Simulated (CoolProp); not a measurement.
A single-stage vapour-compression cycle with R134a: evaporating at 259.15 K (dew point), condensing at 293.15 K (bubble point), superheat 10 K, subcooling 8 K, compressor efficiency 0.75, no pressure losses. Each further row changes one setting.

Model: reference Helmholtz-energy equation of state, Tillner-Roth 1994, in CoolProp.

```
case                              cooling COP  pressure ratio  discharge temperature (K)  refrigerating effect (kJ/kg)  volumetric capacity (kJ/m³)
--------------------------------  -----------  --------------  -------------------------  ----------------------------  ---------------------------
as stated                                5.22            3.35                      317.5                           182                         1500
evaporating temperature 264.15 K         6.37            2.74                      314.9                           185                         1840
condensing temperature 288.15 K          6.26            2.86                      311.0                           189                         1550
subcooling 13 K                          5.42            3.35                      317.5                           189                         1550
superheat 20 K                           5.23            3.35                      327.9                           191                         1500
compressor efficiency 0.65               4.53            3.35                      323.1                           182                         1500
```
